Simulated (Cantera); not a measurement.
# Ignition delay

Mixture: H₂ : O₂ : N₂ : H₂O = 1 : 1.22 : 4.39 : 0.35 (molar parts), equivalence ratio 0.41, at 1.00 atm, adiabatic and at constant pressure. Ignition delay is the time to a rise of 400 K.

Model: GRI-Mech 3.0 (53 species, 325 reactions), integrated in Cantera. Where the delays flatten at high temperature, the 400 K rule measures the pace of heat release, not the induction time.

```tsv
T0 (K)	delay (ms)
950	73.8
1000	1.46
1050	0.216
1100	0.116
1150	0.0777
1200	0.0579
1250	0.0461
1300	0.0386
```
